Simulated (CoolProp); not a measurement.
Vapour-liquid equilibrium of R134a (1) + R152A (2) at 0.0807 bar; x and y are mole fractions of (1).

Computed with CoolProp (multi-fluid Helmholtz-energy mixture model, Tillner-Roth 1994 and Outcalt 1996; pair parameters Lemmon 2004).

```json
[
 {"x": "0.05", "bubble temperature (°C)": "-69.1", "y at the bubble point": "0.038", "dew temperature at overall composition x (°C)": "-69.0", "liquid density (mol/L)": "16.55"},
 {"x": "0.2", "bubble temperature (°C)": "-68.6", "y at the bubble point": "0.175", "dew temperature at overall composition x (°C)": "-68.5", "liquid density (mol/L)": "16.21"},
 {"x": "0.35", "bubble temperature (°C)": "-68.3", "y at the bubble point": "0.338", "dew temperature at overall composition x (°C)": "-68.3", "liquid density (mol/L)": "15.89"},
 {"x": "0.5", "bubble temperature (°C)": "-68.3", "y at the bubble point": "0.513", "dew temperature at overall composition x (°C)": "-68.3", "liquid density (mol/L)": "15.59"},
 {"x": "0.65", "bubble temperature (°C)": "-68.6", "y at the bubble point": "0.685", "dew temperature at overall composition x (°C)": "-68.5", "liquid density (mol/L)": "15.30"},
 {"x": "0.8", "bubble temperature (°C)": "-69.0", "y at the bubble point": "0.838", "dew temperature at overall composition x (°C)": "-68.9", "liquid density (mol/L)": "15.04"},
 {"x": "0.95", "bubble temperature (°C)": "-69.6", "y at the bubble point": "0.964", "dew temperature at overall composition x (°C)": "-69.6", "liquid density (mol/L)": "14.79"}
]
```

y crosses x between x = 0.35 and 0.5: the model has an azeotrope there.

The pair parameters rest on a limited set of measurements; away from them the model extrapolates.
